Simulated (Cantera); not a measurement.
A perfectly stirred reactor is fed with 41.0 % H2, 11.4 % O2, 42.7 % N2, 4.92 % H2O, at 11300 Torr; it is adiabatic with a 525 K inlet, and is followed from long to short residence time, starting on the burning branch (τ in s: 0.42, 0.15, 0.052, 0.018, 0.0065, 0.0023, 0.00082, 0.00029, 0.0001, 3.6e-05, 1.3e-05).

Computed with Cantera and GRI-Mech 3.0 (53 species, 325 reactions). The hydrogen kinetics of GRI-Mech 3.0 are dated; newer H2 mechanisms differ, most at raised pressure. The pressure lies above the range GRI-Mech 3.0 was tuned for (to about 10 atm).

Problem. Predict: blow-out, bracketed by the residence times tried; x(H2) at τ = 0.420 s; x(O2) at τ = 0.420 s; x(H) at τ = 0.420 s; x(H2O2) at τ = 0.420 s; x(OH) at τ = 0.420 s; x(H2) at τ = 2.30 ms; x(O2) at τ = 2.30 ms; x(H) at τ = 2.30 ms; x(H2O2) at τ = 2.30 ms; x(OH) at τ = 2.30 ms.

Solution. 
* **blow-out, bracketed by the residence times tried**: burning at 13.0 µs, the shortest tried
* **x(H2) at τ = 0.420 s**: 0.205
* **x(O2) at τ = 0.420 s**: 1.52e-6
* **x(H) at τ = 0.420 s**: 0.000736
* **x(H2O2) at τ = 0.420 s**: 2.47e-9
* **x(OH) at τ = 0.420 s**: 0.000160
* **x(H2) at τ = 2.30 ms**: 0.205
* **x(O2) at τ = 2.30 ms**: 0.000106
* **x(H) at τ = 2.30 ms**: 0.00169
* **x(H2O2) at τ = 2.30 ms**: 5.15e-8
* **x(OH) at τ = 2.30 ms**: 0.000363
